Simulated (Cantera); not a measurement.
## Transport properties of process gases

Gas mixture: 31.6 % C₂H₂, 68.4 % CO, at 1330 Pa, frozen composition.

Cantera's kinetic-theory transport with the Lennard-Jones parameters of GRI-Mech 3.0, ideal gas; thermal conductivity in the multicomponent form. The composition is frozen, though it would react at the higher temperatures.

```tsv
T (K)	ρ (kg/m³)	cp (J/kg/K)	μ (µPa s)	λ (mW/m/K)	Pr	D (cm²/s) N₂	D (cm²/s) H	D (cm²/s) H₂O
400	0.0110	1314	18.8	33.3	0.743	24.3	140	27.2
600	0.00732	1431	25.3	48.7	0.744	48.8	284	58.4
800	0.00549	1529	30.9	63.6	0.744	79.4	464	98.3
1000	0.00439	1612	36.0	78.0	0.744	116	676	146
1200	0.00366	1680	40.6	91.7	0.744	157	918	200
1400	0.00314	1735	44.9	105	0.744	202	1190	261
1600	0.00274	1778	49.0	117	0.744	253	1480	328
```
D: mixture-averaged diffusion coefficient of that species in the mixture.
